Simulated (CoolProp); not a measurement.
Saturation properties of chloromethane (R40).

The numbers come from the reference Helmholtz-energy equation of state, Thol 2014 in CoolProp.

```json
[
 {"T (K)": "283.7", "p (MPa)": "0.3705", "liquid density (kg/m³)": "940.3", "enthalpy of vaporisation (kJ/kg)": "391.0", "vapour Z": "0.9180", "surface tension (mN/m)": "17.7"},
 {"T (K)": "286.1", "p (MPa)": "0.4002", "liquid density (kg/m³)": "935.7", "enthalpy of vaporisation (kJ/kg)": "388.2", "vapour Z": "0.9139", "surface tension (mN/m)": "17.3"},
 {"T (K)": "288.6", "p (MPa)": "0.4330", "liquid density (kg/m³)": "930.8", "enthalpy of vaporisation (kJ/kg)": "385.3", "vapour Z": "0.9094", "surface tension (mN/m)": "16.9"},
 {"T (K)": "291", "p (MPa)": "0.4664", "liquid density (kg/m³)": "926.1", "enthalpy of vaporisation (kJ/kg)": "382.5", "vapour Z": "0.9050", "surface tension (mN/m)": "16.5"},
 {"T (K)": "293.5", "p (MPa)": "?", "liquid density (kg/m³)": "?", "enthalpy of vaporisation (kJ/kg)": "379.5", "vapour Z": "0.9003", "surface tension (mN/m)": "16.1"},
 {"T (K)": "296", "p (MPa)": "0.5421", "liquid density (kg/m³)": "916.1", "enthalpy of vaporisation (kJ/kg)": "376.5", "vapour Z": "0.8955", "surface tension (mN/m)": "15.7"},
 {"T (K)": "298.4", "p (MPa)": "0.5815", "liquid density (kg/m³)": "911.3", "enthalpy of vaporisation (kJ/kg)": "?", "vapour Z": "0.8907", "surface tension (mN/m)": "15.3"},
 {"T (K)": "300.9", "p (MPa)": "0.6249", "liquid density (kg/m³)": "906.2", "enthalpy of vaporisation (kJ/kg)": "370.5", "vapour Z": "0.8856", "surface tension (mN/m)": "15.0"},
 {"T (K)": "303.4", "p (MPa)": "0.6706", "liquid density (kg/m³)": "901.0", "enthalpy of vaporisation (kJ/kg)": "367.3", "vapour Z": "0.8804", "surface tension (mN/m)": "14.6"},
 {"T (K)": "305.8", "p (MPa)": "0.7168", "liquid density (kg/m³)": "896.0", "enthalpy of vaporisation (kJ/kg)": "364.3", "vapour Z": "0.8752", "surface tension (mN/m)": "14.2"},
 {"T (K)": "308.3", "p (MPa)": "0.7674", "liquid density (kg/m³)": "890.8", "enthalpy of vaporisation (kJ/kg)": "361.0", "vapour Z": "0.8697", "surface tension (mN/m)": "13.8"},
 {"T (K)": "310.7", "p (MPa)": "0.8185", "liquid density (kg/m³)": "885.7", "enthalpy of vaporisation (kJ/kg)": "357.9", "vapour Z": "0.8642", "surface tension (mN/m)": "13.4"},
 {"T (K)": "313.2", "p (MPa)": "0.8742", "liquid density (kg/m³)": "880.3", "enthalpy of vaporisation (kJ/kg)": "354.5", "vapour Z": "0.8584", "surface tension (mN/m)": "13.0"},
 {"T (K)": "315.7", "p (MPa)": "0.9328", "liquid density (kg/m³)": "874.9", "enthalpy of vaporisation (kJ/kg)": "351.2", "vapour Z": "0.8525", "surface tension (mN/m)": "12.7"}
]
```

Problem. Fill in the missing entries.

Solution. 
- 293.5, p (MPa): 0.5031
- 293.5, liquid density (kg/m³): 921.1
- 298.4, enthalpy of vaporisation (kJ/kg): 373.6

It boils at 249.2 K under 1 atm.

Surface tension comes from a separate correlation (Mulero 2014).
